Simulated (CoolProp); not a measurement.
n-perfluorohexane along the isotherm 176.85 °C: fugacity coefficient from the reference equation and from simpler models built on Tc = 174.9 °C, pc = 1.742 MPa, ω = 0.497; each cubic takes its own stable root.

The numbers come from the reference Helmholtz-energy equation of state, Gao 2022 in CoolProp.

```json
[
 {"p (MPa)": "0.0581", "phase": "gas", "reference": "0.9885"},
 {"p (MPa)": "0.116", "phase": "gas", "reference": "0.9771"},
 {"p (MPa)": "0.174", "phase": "gas", "reference": "0.9657"},
 {"p (MPa)": "0.232", "phase": "gas", "reference": "0.9544"},
 {"p (MPa)": "0.29", "phase": "gas", "reference": "0.9431"},
 {"p (MPa)": "0.348", "phase": "gas", "reference": "0.9318"},
 {"p (MPa)": "0.406", "phase": "gas", "reference": "0.9205"},
 {"p (MPa)": "0.464", "phase": "gas", "reference": "0.9093"},
 {"p (MPa)": "0.522", "phase": "gas", "reference": "0.8981"},
 {"p (MPa)": "0.581", "phase": "gas", "reference": "0.8867"},
 {"p (MPa)": "0.639", "phase": "gas", "reference": "0.8755"},
 {"p (MPa)": "0.697", "phase": "gas", "reference": "0.8644"},
 {"p (MPa)": "0.755", "phase": "gas", "reference": "0.8532"},
 {"p (MPa)": "0.813", "phase": "gas", "reference": "0.8421"},
 {"p (MPa)": "0.871", "phase": "gas", "reference": "0.8310"}
]
```

### Question
How far does each simpler model (van der Waals, Peng-Robinson) lie from the reference over these 15 states: mean and median of the absolute difference, and the worst?

### Answer
- van der Waals: mean 1.4 %, median 1.4 %, worst +2.8 % at 176.85 °C and 0.871 MPa
- Peng-Robinson: mean 0.7 %, median 0.7 %, worst -1.1 % at 176.85 °C and 0.871 MPa
